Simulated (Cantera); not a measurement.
A Cantera script and what it prints.

```python
import numpy as np
import cantera as ct

gas_names = [...]  # 109 gases of nasa_gas.yaml made of C, Cl, H, Si
cond_names = """
    C(gr) C6H6(L) C7H8(L) C8H18(L),n-octa Si(cr) Si(L) SiC(b)
""".split()


# ... load() reads the species with a 1 bar reference pressure and builds the phases ...
atoms = {
    'CH3SiCl3': {'C': 1, 'H': 3, 'Si': 1, 'CL': 3},
    'C2H2': {'C': 2, 'H': 2},
    'H2': {'H': 2},
}
top_T = {'C(gr)': 4500, 'SiC(b)': 3050}  # K; cautious upper limits of use, not melting points


# ... equilibrate(T, P, feed) seeds the gas with the atoms and calls Mixture.equilibrate('TP', solver="vcs", rtol=1e-11, max_steps=5000) ...
results = []
feed = {'CH3SiCl3': 1, 'C2H2': 0.22, 'H2': 1100}  # mol
P = 240  # Pa
for T in [1700, 1725, 1750, 1775, 1800, 1825, 1850, 1875, 1900, 1925, 1950, 1975, 2000]:
    mix = equilibrate(T, P, feed)
    results.append((T, P, feed, dict(zip(mix.species_names, mix.species_moles))))

top = {s: max(r[3][s] / sum(r[3][g] for g in gas_names) for r in results) for s in gas_names}
cols = sorted((s for s in top if top[s] > 0.0001), key=lambda s: -top[s])[:8]
seen = [c for c in cond_names if any(r[3].get(c, 0) > 1e-12 for r in results)]
print("log10 of partial pressures in bar; condensed amounts in mol")
print(f"{'T/K':>10s}" + "".join(f"{s[:9]:>10s}" for s in cols + seen))
for T, P, feed, n in results:
    ng = sum(n[g] for g in gas_names)
    print(f"{T:10.4g}" + "".join(f"{np.log10(max(n[s] / ng * P / 1e5, 1e-99)):10.3f}" for s in cols)
          + "".join(f"{n.get(c, 0):10.4g}" for c in seen))
```

It prints:

```
log10 of partial pressures in bar; condensed amounts in mol
       T/K        H2         H       HCL        Si C2H2,acet     C(gr)    SiC(b)
      1700    -2.622    -5.143    -5.187    -7.997    -6.757    0.2814    0.9942
      1725    -2.623    -5.042    -5.188    -7.767    -6.658    0.2441    0.9905
      1750    -2.623    -4.945    -5.188    -7.544    -6.563    0.2003    0.9845
      1775    -2.624    -4.850    -5.189    -7.327    -6.470    0.1495    0.9749
      1800    -2.624    -4.758    -5.190    -7.116    -6.380   0.09207    0.9597
      1825    -2.625    -4.669    -5.191    -6.911    -6.293   0.02886    0.9358
      1850    -2.626    -4.582    -5.192    -6.698    -6.236         0    0.8958
      1875    -2.627    -4.497    -5.193    -6.487    -6.189         0    0.8308
      1900    -2.628    -4.415    -5.195    -6.289    -6.128         0     0.733
      1925    -2.630    -4.334    -5.197    -6.104    -6.052         0    0.5903
      1950    -2.632    -4.256    -5.199    -5.931    -5.965         0    0.3868
      1975    -2.634    -4.181    -5.202    -5.769    -5.868         0    0.1016
      2000    -2.636    -4.107    -5.204    -5.718    -5.838         0         0
```

Equilibrium computed with Cantera from the NASA thermochemical tables; the gas is ideal and each condensed phase is pure. The feed counts by its element totals alone.
